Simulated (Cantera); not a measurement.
A freely propagating, adiabatic, planar premixed flame of CH4 : H2 : O2 : N2 = 1 : 0.45 : 2.47 : 9.3 (molar parts), unburnt at 425 K and 750 Torr; mixture-averaged transport, grid criteria slope 0.08 and curve 0.16, no radiation.

Cantera simulation using GRI-Mech 3.0 (53 species, 325 reactions); the numbers are that mechanism's predictions, not measurements. Burning velocities carry a grid error of a few per cent, more on coarse grids.

Task: What does this change do: inlet temperature 425 to 525 K?

Result: 
```tsv
quantity	before	after
laminar burning velocity	79.1 cm/s	119 cm/s
thermal thickness	0.362 mm	0.329 mm
peak x(HCN)	1.39e-6	1.65e-6
peak x(OH)	0.00908	0.0102
peak x(C2H4)	0.000220	0.000246
```

Task: What does this change do: CH4 1 to 1.3 parts?

Result: 
```tsv
quantity	before	after
laminar burning velocity	79.1 cm/s	82.6 cm/s
thermal thickness	0.362 mm	0.344 mm
peak x(HCN)	1.39e-6	8.09e-6
peak x(OH)	0.00908	0.00819
peak x(C2H4)	0.000220	0.000566
```

Task: What does this change do: O2 2.47 to 2 parts?

Result: 
```csv
quantity,before,after
laminar burning velocity,79.1 cm/s,58.9 cm/s
thermal thickness,0.362 mm,0.433 mm
peak x(HCN),1.39e-6,5.01e-6
peak x(OH),0.00908,0.00558
peak x(C2H4),0.000220,0.000385
```
